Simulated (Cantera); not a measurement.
Standard-state values (1 bar) from the NASA 1993 polynomials, evaluated with Cantera. Values are per mole of reaction as written; species without (g) are pure solids or liquids, kept so even where they would boil at 1 bar. TaC: taken at fixed stoichiometry.

### Question
Between 300 and 2398 K, where is each reaction favourable under standard conditions?
- TaC + CO2(g) ⇌ 2 C + TaO2(g)
- CO2(g) + 9 TaO2(g) ⇌ TaC + 4 Ta2O5
- 2 Ta + 5 CO(g) ⇌ 5 C + Ta2O5

### Answer
- TaC + CO2(g) ⇌ 2 C + TaO2(g): ΔG° is 326 kJ at 300 K and 278 kJ at 2398 K; it stays positive (K < 1). ΔH° is 317 kJ and ΔS° 16 J/K at 2398 K.
- CO2(g) + 9 TaO2(g) ⇌ TaC + 4 Ta2O5: ΔG° is -5491 kJ at 300 K and -1691 kJ at 2398 K; it stays negative (K > 1). ΔH° is -5094 kJ and ΔS° -1419 J/K at 2398 K.
- 2 Ta + 5 CO(g) ⇌ 5 C + Ta2O5: ΔG° is -1224 kJ at 300 K and 526 kJ at 2398 K; it changes sign between 1648 and 1798 K. ΔH° is -1222 kJ and ΔS° -729 J/K at 2398 K.
